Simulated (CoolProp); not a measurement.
The numbers come from the reference Helmholtz-energy equation of state, Tillner-Roth 1997 in CoolProp.

Give the vapour pressure (kPa), vapour density (kg/m³), liquid cp (kJ/(kg K)), surface tension (mN/m) of saturated CH2F2 (R32) at -20.35, -11.15, 16.55 °C.


| T (°C) | p (kPa) | vapour density (kg/m³) | liquid cp (kJ/(kg K)) | surface tension (mN/m) |
|---|---|---|---|---|
| -20.35 | 400 | 11.0 | 1.66 | 14.7 |
| -11.15 | 560 | 15.3 | 1.69 | 13.0 |
| 16.55 | 1340 | 36.9 | 1.86 | 8.16 |

Surface tension comes from a separate correlation (Mulero 2012).
